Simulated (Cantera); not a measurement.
What does this Cantera script print?

```python
import numpy as np
import cantera as ct

gas = ct.Solution("h2o2.yaml")
gas.TPX = 325, 230000, {'H2': 1, 'O2': 0.455, 'N2': 1.71}
flame = ct.FreeFlame(gas, width=0.022)
flame.set_refine_criteria(ratio=3, slope=0.08, curve=0.16)
flame.transport_model = "mixture-averaged"
flame.solve(loglevel=0, auto=True)
z, T = flame.grid, flame.T
thick = (T[-1] - T[0]) / np.gradient(T, z).max()
show = ['H2', 'O2', 'OH', 'O', 'H2O', 'HO2']
print(f"laminar burning velocity  {flame.velocity[0] * 100:.3f} cm/s")
print(f"burnt temperature         {T[-1]:.1f} K")
print(f"thermal thickness         {thick * 1e3:.4f} mm")
print(f"grid points               {len(z)}")
z0 = z[flame.heat_release_rate.argmax()]
print(f"{'z/mm':>9s}{'T/K':>9s}{'u/(m/s)':>9s}" + "".join(f"{s:>11s}" for s in show))
rows = []
for k in (-3, -2, -1.5, -1, -0.5, -0.25, 0, 0.25, 0.5, 1, 2, 4, 8):
    zz = z0 + k * thick
    rows.append([k * thick, np.interp(zz, z, T), np.interp(zz, z, flame.velocity),
                 *(np.interp(zz, z, flame.X[gas.species_index(s)]) for s in show)])
    print(f"{rows[-1][0] * 1e3:9.3f}{rows[-1][1]:9.1f}{rows[-1][2]:9.3f}" + "".join(f"{x:11.3e}" for x in rows[-1][3:]))
```

Output:

```
laminar burning velocity  287.734 cm/s
burnt temperature         2436.9 K
thermal thickness         0.1226 mm
grid points               108
     z/mm      T/K  u/(m/s)         H2         O2         OH          O        H2O        HO2
   -0.368    325.0    2.877  3.160e-01  1.438e-01  2.050e-15  8.444e-13  4.853e-11  2.690e-12
   -0.245    325.0    2.877  3.159e-01  1.438e-01  5.774e-13  6.956e-11  7.202e-09  4.765e-10
   -0.184    325.0    2.877  3.158e-01  1.438e-01  4.293e-11  7.562e-10  1.178e-07  8.882e-09
   -0.123    325.5    2.878  3.150e-01  1.440e-01  3.222e-09  1.331e-08  3.104e-06  2.627e-07
   -0.061    350.2    3.050  3.032e-01  1.462e-01  5.360e-06  1.200e-06  6.245e-04  6.948e-05
   -0.031    622.6    5.209  2.606e-01  1.433e-01  9.414e-04  1.173e-04  2.122e-02  7.491e-04
    0.000   1126.6    9.108  1.831e-01  1.135e-01  2.199e-03  2.001e-03  9.546e-02  2.662e-04
    0.031   1485.7   11.858  1.068e-01  6.410e-02  6.130e-03  5.980e-03  1.874e-01  1.190e-04
    0.061   1684.0   13.368  6.822e-02  3.327e-02  1.021e-02  7.486e-03  2.404e-01  5.542e-05
    0.123   1872.1   14.743  5.240e-02  1.761e-02  1.362e-02  6.881e-03  2.689e-01  2.492e-05
    0.245   2039.0   15.899  4.883e-02  1.259e-02  1.421e-02  4.878e-03  2.832e-01  1.448e-05
    0.491   2181.7   16.848  4.450e-02  8.757e-03  1.301e-02  2.969e-03  2.970e-01  8.172e-06
    0.981   2290.9   17.551  3.950e-02  5.599e-03  1.076e-02  1.622e-03  3.095e-01  4.331e-06
```

Cantera simulation using the H2/O2 subset of GRI-Mech 3.0, which has no nitrogen chemistry; the numbers are that mechanism's predictions, not measurements. The hydrogen kinetics of GRI-Mech 3.0 are dated; newer H2 mechanisms differ, most at raised pressure. Burning velocities carry a grid error of a few per cent, more on coarse grids.
